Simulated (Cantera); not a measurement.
Mixture: 23.6 % CH₃OH, 16.1 % O₂, 60.3 % N₂, equivalence ratio 2.2, at 3750 Torr, adiabatic and at constant volume. Ignition delay is the time to a rise of 400 K.

Computed with Cantera and GRI-Mech 3.0 (53 species, 325 reactions). GRI-Mech 3.0 was tuned for natural gas; its chemistry of methanol as a main component is partial and can be far from experiment.

Q: Predict: delay at 1175 K; delay at 1375 K; delay at 1575 K; delay at 1775 K; delay at 1975 K; apparent activation energy between 1875 and 2075 K.

A: 
```json
{
 "delay at 1175 K": "3.14 ms",
 "delay at 1375 K": "0.158 ms",
 "delay at 1575 K": "18.9 µs",
 "delay at 1775 K": "4.09 µs",
 "delay at 1975 K": "1.31 µs",
 "apparent activation energy between 1875 and 2075 K": "160 kJ/mol"
}
```
